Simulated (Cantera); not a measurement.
Mixture: H2 : O2 : N2 = 1 : 0.556 : 2.09 (molar parts), equivalence ratio 0.90, at 500000 Pa, adiabatic and at constant pressure. Ignition delay is the time to a rise of 400 K.

Computed with Cantera and the H2/O2 subset of GRI-Mech 3.0, which has no nitrogen chemistry. The hydrogen kinetics of GRI-Mech 3.0 are dated; newer H2 mechanisms differ, most at raised pressure. Below about 950 K walls govern HO2 and H2O2 in real vessels.

```
quantity                                               before      after
--------------------------------------------------  ---------  ---------
delay at 850 K                                        0.823 s    0.744 s
delay at 1000 K                                       11.3 ms    10.6 ms
delay at 1150 K                                       43.7 µs    42.8 µs
delay at 1300 K                                       6.71 µs    6.44 µs
apparent activation energy between 1225 and 1375 K  90 kJ/mol  91 kJ/mol
```

Task: What was changed between the two runs?
(A) constant volume in place of constant pressure
(B) pressure from 500000 Pa to 200000 Pa
(C) pressure from 500000 Pa to 630000 Pa
(D) H2 1 to 0.45 parts

Result: A, constant volume in place of constant pressure
